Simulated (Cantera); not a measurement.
Feed: 1 mol Si(CH₃)₄, 0.045 mol C₃H₈, 8.3 mol H₂, 0.67 mol CH₄, held at 0.100 bar.

Cantera equilibrium calculation (NASA polynomials, part measured and part estimated; ideal gas, pure solids and liquids). Candidate condensed phases: C, C₆H₆, C₇H₈, C₈H₁₈, Si, SiC; 87 gas species. Gases not in the tables: Si₂H₆ and higher silanes. Rates play no part.

x: gas mole fraction; n: condensed amount in mol.

```csv
T (K),x H₂,x H,x CH₄,x C₂H₂ (acetylene),x Si,n C(graphite),n SiC(s)
1075,0.996,4.63e-8,0.00447,(withheld),<1e-12,3.73,1.00
1275,0.999,2.33e-6,0.000925,(withheld),<1e-12,3.79,1.00
1475,1.000,4.10e-5,0.000290,(withheld),3.79e-10,3.80,1.00
1675,0.999,0.000367,0.000120,(withheld),5.83e-8,3.80,1.000
1875,0.998,0.00207,6.03e-5,(withheld),3.03e-6,3.79,1.000
2075,0.990,0.00838,3.44e-5,(withheld),7.30e-5,3.77,0.998
2275,0.968,0.0264,2.11e-5,(withheld),0.000997,3.70,0.977
```

### Question
Some entries are withheld; supply them.

### Answer

- 1075, x C₂H₂ (acetylene): 7.49e-9
- 1275, x C₂H₂ (acetylene): 3.84e-7
- 1475, x C₂H₂ (acetylene): 6.67e-6
- 1675, x C₂H₂ (acetylene): 5.80e-5
- 1875, x C₂H₂ (acetylene): 0.000316
- 2075, x C₂H₂ (acetylene): 0.00123
- 2275, x C₂H₂ (acetylene): 0.00369
